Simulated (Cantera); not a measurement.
A Cantera script and its output.

```python
import numpy as np
import cantera as ct

gas = ct.Solution("gri30.yaml")


def delay(T, t_max=10):
    gas.TPX = T, 1000000, {'CH4': 1, 'O2': 1.33, 'N2': 5.01}
    reactor = ct.IdealGasConstPressureReactor(gas, clone=False)
    net = ct.ReactorNet([reactor])
    net.rtol, net.atol = 1e-8, 1e-16
    while net.time < t_max:
        t_old, T_old = net.time, reactor.T
        net.step()
        if reactor.T > T + 400:  # ignition: a rise of 400 K
            return t_old + (T + 400 - T_old) / (reactor.T - T_old) * (net.time - t_old)
    return np.nan


taus = []
for T in [1200, 1275, 1350, 1425, 1500]:
    taus.append(delay(T))
    print(f"T0 = {T:6g} K   tau = {taus[-1]:.4e} s")

# d ln(tau) / d ln(k), from doubling and halving each rate constant
T, sens = 1350, []
for i in range(gas.n_reactions):
    gas.set_multiplier(2.0, i)
    up = delay(T)
    gas.set_multiplier(0.5, i)
    down = delay(T)
    gas.set_multiplier(1.0, i)
    sens.append((np.log(up / down) / np.log(4.0), gas.reaction(i).equation))
sens.sort(key=lambda x: -abs(x[0]))
print(f"sensitivities at {T} K")
for s, eq in sens[:10]:
    print(f"{s:8.3f}  {eq}")
```

Output:

```
T0 =   1200 K   tau = 5.8620e-03 s
T0 =   1275 K   tau = 2.4026e-03 s
T0 =   1350 K   tau = 1.0424e-03 s
T0 =   1425 K   tau = 4.7449e-04 s
T0 =   1500 K   tau = 2.2505e-04 s
sensitivities at 1350 K
   0.525  2 CH3 (+M) <=> C2H6 (+M)
  -0.358  CH3 + O2 <=> CH3O + O
  -0.295  CH3 + O2 <=> CH2O + OH
  -0.295  CH2O + O2 <=> HCO + HO2
  -0.294  CH3 + HO2 <=> CH3O + OH
   0.232  CH4 + H <=> CH3 + H2
  -0.197  H + O2 <=> O + OH
  -0.161  CH3O + O2 <=> CH2O + HO2
  -0.138  CH2O + CH3 <=> CH4 + HCO
   0.129  CH2O + H (+M) <=> CH3O (+M)
```

Computed with Cantera and GRI-Mech 3.0 (53 species, 325 reactions).
